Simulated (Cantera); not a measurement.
Input (Python, Cantera):

```python
import numpy as np
import cantera as ct

gas = ct.Solution("h2o2.yaml")
gas.TPX = 525, 15000, {'H2': 1, 'O2': 0.294, 'N2': 0.912}
flame = ct.FreeFlame(gas, width=0.15)
flame.set_refine_criteria(ratio=3, slope=0.08, curve=0.16)
flame.transport_model = "mixture-averaged"
flame.solve(loglevel=0, auto=True)
z, T = flame.grid, flame.T
thick = (T[-1] - T[0]) / np.gradient(T, z).max()
show = ['H2', 'O2', 'H2O', 'H2O2', 'HO2', 'O']
print(f"laminar burning velocity  {flame.velocity[0] * 100:.3f} cm/s")
print(f"burnt temperature         {T[-1]:.1f} K")
print(f"thermal thickness         {thick * 1e3:.4f} mm")
print(f"grid points               {len(z)}")
z0 = z[flame.heat_release_rate.argmax()]
print(f"{'z/mm':>9s}{'T/K':>9s}{'u/(m/s)':>9s}" + "".join(f"{s:>11s}" for s in show))
rows = []
for k in (-3, -2, -1.5, -1, -0.5, -0.25, 0, 0.25, 0.5, 1, 2, 4, 8):
    zz = z0 + k * thick
    rows.append([k * thick, np.interp(zz, z, T), np.interp(zz, z, flame.velocity),
                 *(np.interp(zz, z, flame.X[gas.species_index(s)]) for s in show)])
    print(f"{rows[-1][0] * 1e3:9.3f}{rows[-1][1]:9.1f}{rows[-1][2]:9.3f}" + "".join(f"{x:11.3e}" for x in rows[-1][3:]))
```

Result:

```
laminar burning velocity  634.062 cm/s
burnt temperature         2396.5 K
thermal thickness         4.7709 mm
grid points               144
     z/mm      T/K  u/(m/s)         H2         O2        H2O       H2O2        HO2          O
  -14.313    525.0    6.341  4.533e-01  1.333e-01  1.749e-15 -1.011e-16  5.830e-15  1.368e-18
   -9.542    525.0    6.341  4.533e-01  1.333e-01  4.664e-14 -2.344e-17  6.788e-12  3.412e-15
   -7.156    525.0    6.341  4.533e-01  1.333e-01  9.161e-12  2.693e-14  1.093e-09  7.137e-13
   -4.771    525.0    6.341  4.533e-01  1.333e-01  7.568e-09  3.975e-11  2.145e-07  3.238e-10
   -2.385    535.3    6.455  4.517e-01  1.332e-01  5.639e-04  9.518e-07  7.178e-05  8.582e-06
   -1.193    698.7    8.308  4.232e-01  1.287e-01  1.429e-02  1.474e-06  4.108e-05  2.458e-04
    0.000   1123.8   12.981  2.619e-01  7.385e-02  1.291e-01  4.464e-07  1.428e-05  6.242e-03
    1.193   1387.5   15.875  1.503e-01  1.115e-02  2.483e-01  3.888e-07  2.098e-06  6.522e-03
    2.385   1488.5   16.919  1.455e-01  5.105e-03  2.613e-01  3.366e-07  8.761e-07  5.672e-03
    4.771   1606.4   18.104  1.540e-01  4.202e-03  2.643e-01  2.557e-07  6.368e-07  5.379e-03
    9.542   1744.3   19.454  1.642e-01  3.456e-03  2.680e-01  1.561e-07  4.678e-07  4.745e-03
   19.084   1892.2   20.857  1.742e-01  2.585e-03  2.732e-01  8.355e-08  3.273e-07  3.764e-03
   38.167   2038.4   22.203  1.833e-01  1.733e-03  2.796e-01  4.372e-08  2.249e-07  2.640e-03
```

Cantera simulation using the H2/O2 subset of GRI-Mech 3.0, which has no nitrogen chemistry; the numbers are that mechanism's predictions, not measurements. Burning velocities carry a grid error of a few per cent, more on coarse grids.
